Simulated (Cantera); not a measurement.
# Hydrocarbon pyrolysis for carbon deposition

An isothermal, constant-pressure homogeneous reactor starts with CH4 : N2 : H2O = 1 : 14 : 0.12 (molar parts), at 1748 K and 1330 Pa.

Computed with Cantera and GRI-Mech 3.0 (53 species, 325 reactions). GRI-Mech 3.0 stops at C3 and has no aromatics, soot or wall deposition, so with more carbon than oxygen in the feed, carbon stays in small species such as C2H2 where larger ones or solid carbon would form. Radical loss at walls, strong at low pressure, is not modelled.

```csv
t (s),x CH4,x C2H2,x H,x C2H,x C2H4,x CH2,x H2
0.000200,0.0661,<1e-12,6.83e-7,<1e-12,1.50e-10,9.55e-11,3.68e-6
0.000493,0.0661,9.15e-12,6.86e-7,<1e-12,3.44e-9,5.25e-10,1.01e-5
0.00121,0.0661,4.29e-10,6.95e-7,<1e-12,6.18e-8,2.69e-9,2.59e-5
0.00299,0.0660,1.76e-8,7.53e-7,<1e-12,9.88e-7,1.44e-8,6.65e-5
0.00737,0.0658,6.82e-7,1.12e-6,2.16e-12,1.48e-5,7.81e-8,0.000191
0.0182,0.0649,2.62e-5,3.54e-6,2.09e-10,0.000203,4.03e-7,0.000872
0.0447,0.0586,0.000937,2.13e-5,1.51e-8,0.00189,1.58e-6,0.00738
0.110,0.0354,0.0116,9.37e-5,1.88e-7,0.00213,2.24e-6,0.0399
0.271,0.0146,0.0234,0.000175,3.99e-7,0.000312,1.49e-6,0.0716
0.669,0.00446,0.0285,0.000275,6.28e-7,3.76e-5,8.88e-7,0.0869
1.65,0.00121,0.0297,0.000409,9.11e-7,5.25e-6,5.07e-7,0.0929
4.06,0.000645,0.0289,0.000495,1.03e-6,2.63e-6,3.75e-7,0.0965
10.0,0.000375,0.0276,0.000551,1.06e-6,1.74e-6,2.48e-7,0.101
```
x: mole fraction; the columns are a selection and need not sum to one.

Equilibrium at this temperature and pressure: CH4 2.93e-6, C2H2 0.00597, H 0.000640, C2H 2.58e-7, C2H4 2.76e-7, CH2 2.46e-9, H2 0.103 (gas phase only).
